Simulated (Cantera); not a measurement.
Feed: 1 mol MgO, 0.63 mol H2S, 1.4 mol O2, equilibrated at 0.180 bar.

Equilibrium computed with Cantera from the NASA thermochemical tables; the gas is ideal and each condensed phase is pure. Candidate condensed phases: H2O, H2SO4, Mg, MgO, Mg(OH)2, MgS, MgSO4, S; 26 gas species. The numbers say what is thermodynamically allowed, not how fast it happens.

x: gas mole fraction; n: condensed amount in mol.

| T (°C) | x H2O | x SO2 | x O2 | x SO3 | x OH | x O | n MgO(s) |
|---|---|---|---|---|---|---|---|
| 1025 | 0.369 | 0.359 | 0.262 | … | 3.20e-5 | 2.06e-7 | 1.00 |
| 1075 | 0.369 | 0.362 | 0.263 | … | 5.59e-5 | 4.93e-7 | 1.00 |
| 1125 | 0.368 | 0.363 | 0.263 | … | 9.41e-5 | 1.11e-6 | 1.00 |
| 1175 | 0.368 | 0.364 | 0.264 | … | 0.000153 | 2.36e-6 | 1.00 |
| 1225 | 0.368 | 0.365 | 0.264 | … | 0.000240 | 4.78e-6 | 1.00 |
| 1275 | 0.368 | 0.365 | 0.264 | … | 0.000366 | 9.25e-6 | 1.00 |
| 1325 | 0.367 | 0.366 | 0.264 | … | 0.000543 | 1.72e-5 | 1.00 |
| 1375 | 0.367 | 0.366 | 0.264 | … | 0.000788 | 3.07e-5 | 1.000 |
| 1425 | 0.367 | 0.366 | 0.264 | … | 0.00112 | 5.30e-5 | 1.000 |

Problem. Some entries are withheld; supply them.

Solution. 
- 1025, x SO3: 0.00966
- 1075, x SO3: 0.00699
- 1125, x SO3: 0.00517
- 1175, x SO3: 0.00391
- 1225, x SO3: 0.00300
- 1275, x SO3: 0.00235
- 1325, x SO3: 0.00187
- 1375, x SO3: 0.00150
- 1425, x SO3: 0.00123
